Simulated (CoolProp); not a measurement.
Model: reference Helmholtz-energy equation of state, Wu 2011, in CoolProp.

Question: For dimethyl ether, give the phase and the density (kg/m³), cv (kJ/(kg K)), isothermal compressibility (1/MPa) at 227.1 K and 8340 kPa; 227.1 K and 15000 kPa; 227.1 K and 20000 kPa.

Answer: 
- 227.1 K and 8340 kPa: liquid; density 771, cv 1.47, isothermal compressibility 0.00111
- 227.1 K and 15000 kPa: liquid; density 777, cv 1.48, isothermal compressibility 0.00103
- 227.1 K and 20000 kPa: liquid; density 781, cv 1.48, isothermal compressibility 0.000985
